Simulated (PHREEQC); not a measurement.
A made-up water analysis in mmol/kgw, 25 °C, pH 1.87, pe 8.9:

```tsv
constituent	mmol/kgw
Na	16.9
K	0.906
Ca	7.34
Mg	11.1
Cl	16.5
S(6)	32.3
Mn(2)	0.966
Cd	0.00578
```

Na is adjusted to close the charge balance.
Valence states are taken as typed.

Model: ion-association model, phreeqc.dat, run in PHREEQC.

Question: The ionic strength comes out as 0.0851 mol/kgw. What activity coefficients do Cd+2, Mg+2, CdCl+, NaSO4-, Ca+2 get?

Answer: Cd+2 0.39, Mg+2 0.42, CdCl+ 0.79, NaSO4- 0.80, Ca+2 0.41.

This is a speciation only: nothing precipitates in the calculation.
